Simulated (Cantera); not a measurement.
What does this Cantera script print?

```python
import numpy as np
import cantera as ct

gas_names = """
    H HO2 H2 H2O H2O2 Nb NbO NbO2 O OH O2 O3
""".split()
cond_names = """
    H2O(s) H2O(L) Nb(cr) Nb(L) NbO(s) NbO(L) NbO2(I) NbO2(II) NbO2(III) NbO2(L) Nb2O5(s) Nb2O5(L)
""".split()


def load(file, names, dense=False):
    # The tables refer to 1 bar. Condensed volumes are neglected.
    table = {s.name: s for s in ct.Species.list_from_file(file)}
    out = []
    for n in names:
        d = dict(table[n].input_data)
        d["thermo"] = dict(d["thermo"], **{"reference-pressure": 1e5})
        if dense:
            d["equation-of-state"] = {"model": "constant-volume", "density": "1e6 g/cm^3"}
        out.append(ct.Species.from_dict(d))
    return out


gas = ct.Solution(thermo="ideal-gas", species=load("nasa_gas.yaml", gas_names))
cond = {s.name: ct.Solution(thermo="fixed-stoichiometry", species=[s], name=s.name)
        for s in load("nasa_condensed.yaml", cond_names, dense=True)}
atoms = {
    'Nb2O5': {'Nb': 2, 'O': 5},
    'H2': {'H': 2},
}
top_T = {}  # K; cautious upper limits of use, not melting points


def equilibrate(T, P, feed):
    n = {}
    for name, mol in feed.items():
        for a, k in atoms[name].items():
            n[a] = n.get(a, 0.0) + k * mol
    gas.TPX = T, P, n
    mass = sum(n.values()) * gas.mean_molecular_weight
    gas.equilibrate("TP")
    valid = [c for c in cond.values() if c.min_temp <= T <= top_T.get(c.name, c.max_temp)]
    mix = ct.Mixture([(gas, mass / gas.mean_molecular_weight)] + [(c, 0.0) for c in valid])
    mix.T, mix.P = T, P
    mix.equilibrate("TP", solver="vcs", rtol=1e-11, max_steps=5000)
    return mix


results = []
feed = {'Nb2O5': 1, 'H2': 750}  # mol
P = 14  # Pa
for T in [1623, 1673, 1723, 1773, 1823, 1873, 1923, 1973, 2023, 2073, 2123, 2173]:
    mix = equilibrate(T, P, feed)
    results.append((T, P, feed, dict(zip(mix.species_names, mix.species_moles))))

top = {s: max(r[3][s] / sum(r[3][g] for g in gas_names) for r in results) for s in gas_names}
cols = sorted((s for s in top if top[s] > 0.001), key=lambda s: -top[s])[:7]
seen = [c for c in cond_names if any(r[3].get(c, 0) > 1e-12 for r in results)]
print("log10 of partial pressures in bar; condensed amounts in mol")
print(f"{'T/K':>10s}" + "".join(f"{s[:9]:>10s}" for s in cols + seen))
for T, P, feed, n in results:
    ng = sum(n[g] for g in gas_names)
    print(f"{T:10.4g}" + "".join(f"{np.log10(max(n[s] / ng * P / 1e5, 1e-99)):10.3f}" for s in cols)
          + "".join(f"{n.get(c, 0):10.4g}" for c in seen))
```

Result:

```
log10 of partial pressures in bar; condensed amounts in mol
       T/K        H2         H       H2O      NbO2    NbO(s) NbO2(III)
      1623    -3.858    -6.089    -6.407    -8.734     1.107    0.8826
      1673    -3.860    -5.873    -6.307    -8.197     1.657    0.3084
      1723    -3.862    -5.670    -6.270    -7.749     1.901         0
      1773    -3.866    -5.479    -6.292    -7.382     1.766         0
      1823    -3.872    -5.299    -6.336    -7.059     1.496         0
      1873    -3.879    -5.130    -6.419    -6.791     1.031         0
      1923    -3.890    -4.971    -6.555    -6.591    0.3571         0
      1973    -3.905    -4.823    -6.629    -6.537         0         0
      2023    -3.925    -4.684    -6.626    -6.560         0         0
      2073    -3.952    -4.556    -6.628    -6.586         0         0
      2123    -3.987    -4.439    -6.637    -6.615         0         0
      2173    -4.032    -4.332    -6.656    -6.648         0         0
```

Method: chemical equilibrium by Gibbs-energy minimisation in Cantera with the NASA 1993 tables (ideal gas, pure condensed phases). Mutual solubility and eutectic melting of coexisting phases are not modelled. NbO: taken at fixed stoichiometry. Condensed phases not in the tables: the oxides between NbO2 and Nb2O5.
